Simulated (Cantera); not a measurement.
Charge: 1 mol Nb2O5, 31 mol H2, held at 1175 K and 13.3 mbar.

Method: chemical equilibrium by Gibbs-energy minimisation in Cantera with the NASA 1993 tables (ideal gas, pure condensed phases). Candidate condensed phases: H2O, Nb, NbO, NbO2, Nb2O5; 12 gas species. Mutual solubility and eutectic melting of coexisting phases are not modelled. Condensed phases not in the tables: the oxides between NbO2 and Nb2O5. The numbers say what is thermodynamically allowed, not how fast it happens.

Problem. What is the equilibrium state?

Solution. 
* **x(H2)**: 0.982
* **x(H2O)**: 0.0180
* **x(H)**: 1.05e-6
* **n(NbO2(s))**: 1.12 mol
* **n(Nb2O5(s))**: 0.442 mol
* **gas amount**: 31.00 mol
* **log10 activity of Nb(s) (absent)**: -6.22
